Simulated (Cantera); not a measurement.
Charge: 1 mol Cr2O3, 2.3 mol H2, held at 1400 K and 0.00120 bar.

These are equilibrium values from Cantera (NASA tables, ideal gas, pure condensed phases), not measurements of a reactor. Candidate condensed phases: Cr, Cr2O3, H2O; 13 gas species. Mutual solubility and eutectic melting of coexisting phases are not modelled. Equilibrium is a limit: real reactors are often held back by kinetics, nucleation or transport.

Base state: H2 0.999, H2O 0.000610, H 0.000140, Cr 5.14e-5 (mole fractions); condensed: Cr(s) + Cr2O3(s).

### Question
What changes in the equilibrium state with this change: Cr2O3 replaced by TiO2?

### Answer
```json
[
 {"species": "H2", "before": "0.999", "after": "0.993"},
 {"species": "H2O", "before": "0.000610", "after": "0.00727"},
 {"species": "H", "before": "0.000140", "after": "0.000140"},
 {"species": "Cr", "before": "5.14e-5", "after": "0"},
 {"species": "Cr(s), mol", "before": "0.000817", "after": "0"},
 {"species": "Cr2O3(s), mol", "before": "1.000", "after": "0"},
 {"species": "TiO2(rutile), mol", "before": "0", "after": "0.933"},
 {"species": "Ti4O7(s), mol", "before": "0", "after": "0.0167"}
]
```
Condensed phases not in the tables: Magnéli phases beyond Ti4O7. Further candidate phases: Ti, TiO, TiO2, Ti2O3, Ti3O5, Ti4O7.
